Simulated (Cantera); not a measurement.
Source: NASA polynomial tables (part measured, part estimated), evaluated in Cantera. Values are per mole of reaction as written; species without (g) are pure solids or liquids, kept so even where they would boil at 1 bar.

TiCl₄ = 4 Cl(g) + Ti, with ΔH° = 1289.3 kJ and ΔS° = 438.9 J/K at 300 K.

Question: How far is the shortcut ΔG° ≈ ΔH°(300 K) − T·ΔS°(300 K) from the full temperature-dependent value at 448, 473, 498, 523, 548 K?

Answer: 
| T (K) | shortcut (kJ) | full (kJ) | difference (kJ) | difference in log10 K |
|---|---|---|---|---|
| 448 | 1092.7 | 1093.7 | -1.0 | 0.11 |
| 473 | 1081.7 | 1083.1 | -1.3 | 0.15 |
| 498 | 1070.8 | 1072.5 | -1.7 | 0.18 |
| 523 | 1059.8 | 1061.9 | -2.1 | 0.21 |
| 548 | 1048.8 | 1051.3 | -2.5 | 0.24 |
The shortcut ignores the heat-capacity change of the reaction.
